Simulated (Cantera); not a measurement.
An adiabatic, constant-pressure homogeneous reactor starts with H2 : O2 : N2 = 1 : 0.455 : 1.71 (molar parts), at 1475 K and 760 Torr.

Detailed kinetics in Cantera: GRI-Mech 3.0 (53 species, 325 reactions).

One state of this run: T (K) = 2855; x H2 = 0.0679; x O2 = 0.0102; x H2O2 = 3.59e-7; x H = 0.0258; x N2O = 3.76e-7; x H2O = 0.256; x HO2 = 5.34e-6. x: mole fraction; the columns are a selection and need not sum to one.

Question: Which value of t (s) does it belong to?
A) 0.00632
B) 6.32e-5
C) 2.00e-6
D) 6.32e-6

Answer: A, 0.00632
